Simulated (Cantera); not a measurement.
An adiabatic, constant-volume homogeneous reactor starts with 9.87 % CO, 5.13 % H2, 17.9 % O2, 67.1 % N2, equivalence ratio 0.42, at 1523 K and 5030 Torr.

Model: GRI-Mech 3.0 (53 species, 325 reactions), integrated in Cantera. The hydrogen kinetics of GRI-Mech 3.0 are dated; newer H2 mechanisms differ, most at raised pressure.

x: mole fraction; the columns are a selection and need not sum to one.

| t (s) | T (K) | P (bar) | x CO | x H2 | x O2 | x H2O | x CO2 | x NO2 | x NO |
|---|---|---|---|---|---|---|---|---|---|
| 3.00e-6 | 1584 | 6.95 | 0.0962 | 0.0317 | 0.166 | 0.0148 | 0.00283 | 4.45e-10 | 2.38e-7 |
| 9.11e-6 | 2432 | 10.2 | 0.0294 | 0.00191 | 0.116 | 0.0447 | 0.0744 | … | 8.45e-5 |
| 2.77e-5 | 2706 | 11.1 | 0.0101 | 0.000740 | 0.112 | 0.0494 | 0.0956 | … | 0.000621 |
| 8.40e-5 | 2713 | 11.1 | 0.00913 | 0.000694 | 0.111 | 0.0496 | 0.0966 | … | 0.00217 |
| 0.000255 | 2706 | 11.1 | 0.00894 | 0.000682 | 0.109 | 0.0498 | 0.0968 | … | 0.00620 |
| 0.000775 | 2692 | 11.0 | 0.00858 | 0.000659 | 0.105 | 0.0500 | 0.0972 | … | 0.0138 |
| 0.00235 | 2680 | 11.0 | 0.00830 | 0.000641 | 0.102 | 0.0502 | 0.0975 | 3.40e-5 | 0.0197 |
| 0.00714 | 2679 | 11.0 | 0.00827 | 0.000639 | 0.102 | 0.0502 | 0.0976 | 3.52e-5 | 0.0204 |
| 0.0217 | 2679 | 11.0 | 0.00827 | 0.000639 | 0.102 | 0.0502 | 0.0976 | 3.52e-5 | 0.0204 |
| 0.0659 | 2679 | 11.0 | 0.00827 | 0.000639 | 0.102 | 0.0502 | 0.0976 | 3.52e-5 | 0.0204 |
| 0.200 | 2679 | 11.0 | 0.00827 | 0.000639 | 0.102 | 0.0502 | 0.0976 | 3.52e-5 | 0.0204 |

Task: Fill in the missing entries.

Result: 
- 9.11e-6, x NO2: 2.73e-7
- 2.77e-5, x NO2: 1.14e-6
- 8.40e-5, x NO2: 3.80e-6
- 0.000255, x NO2: 1.08e-5
- 0.000775, x NO2: 2.39e-5
